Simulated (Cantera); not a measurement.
# Thermodynamics of silicon etching in halogen gases, feed Si + F₂ + Cl₂

Input: 1 mol Si, 1.4 mol F₂, 5.5 mol Cl₂, held at 1150 °C and 0.00190 bar.

Equilibrium computed with Cantera from the NASA thermochemical tables; the gas is ideal and each condensed phase is pure. Candidate condensed phases: Si; 17 gas species. The tables' values for SiCl₃ are old estimates; treat these amounts as uncertain. Kinetics and transport are ignored.

The x(Cl) comes out as 0.484 and the x(Cl₂) is 0.388. The x(SiF₄) is 0.0900. The x(SiCl₄) is 0.0385 and the x(SiCl₃) comes out as 1.37e-5. The x(SiF₃) comes out as 5.82e-6. The gas amount is 7.782 mol. The log10 activity of Si(s) (absent) is -15.37.
